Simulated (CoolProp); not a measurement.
Saturated liquid density (kg/m³) of methanol: the reference equation beside estimates from Tc = 513.4 K, pc = 82.16 bar, ω = 0.565.

Computed with CoolProp (reference Helmholtz-energy equation of state, de Reuck 1993).

```json
[
 {"T (K)": "335.9", "reference": "750.1", "van der Waals": "365.5", "Redlich-Kwong": "534.1", "Peng-Robinson": "651.1"},
 {"T (K)": "348.2", "reference": "737.7", "van der Waals": "358.6", "Redlich-Kwong": "521.9", "Peng-Robinson": "639.4"},
 {"T (K)": "360.4", "reference": "724.9", "van der Waals": "351.4", "Redlich-Kwong": "509.3", "Peng-Robinson": "626.9"},
 {"T (K)": "372.6", "reference": "711.6", "van der Waals": "343.9", "Redlich-Kwong": "495.9", "Peng-Robinson": "613.4"},
 {"T (K)": "384.8", "reference": "697.5", "van der Waals": "336.0", "Redlich-Kwong": "481.9", "Peng-Robinson": "598.7"},
 {"T (K)": "397.1", "reference": "682.3", "van der Waals": "327.7", "Redlich-Kwong": "466.8", "Peng-Robinson": "582.5"},
 {"T (K)": "409.3", "reference": "666.2", "van der Waals": "318.9", "Redlich-Kwong": "451.0", "Peng-Robinson": "564.9"},
 {"T (K)": "421.5", "reference": "648.7", "van der Waals": "309.6", "Redlich-Kwong": "434.2", "Peng-Robinson": "545.5"},
 {"T (K)": "433.8", "reference": "629.3", "van der Waals": "299.4", "Redlich-Kwong": "415.9", "Peng-Robinson": "523.7"},
 {"T (K)": "446", "reference": "608.0", "van der Waals": "288.5", "Redlich-Kwong": "396.4", "Peng-Robinson": "499.6"},
 {"T (K)": "458.2", "reference": "584.0", "van der Waals": "276.6", "Redlich-Kwong": "374.9", "Peng-Robinson": "472.1"},
 {"T (K)": "470.5", "reference": "555.9", "van der Waals": "263.1", "Redlich-Kwong": "350.9", "Peng-Robinson": "440.2"},
 {"T (K)": "482.7", "reference": "522.3", "van der Waals": "247.6", "Redlich-Kwong": "323.6", "Peng-Robinson": "402.6"},
 {"T (K)": "494.9", "reference": "477.2", "van der Waals": "228.7", "Redlich-Kwong": "290.7", "Peng-Robinson": "355.7"}
]
```

Absolute difference from the reference over all 14 rows, mean and median: van der Waals 52.1 and 52.1 %, Redlich-Kwong 33.2 and 32.7 %, Peng-Robinson 16.9 and 15.6 %.
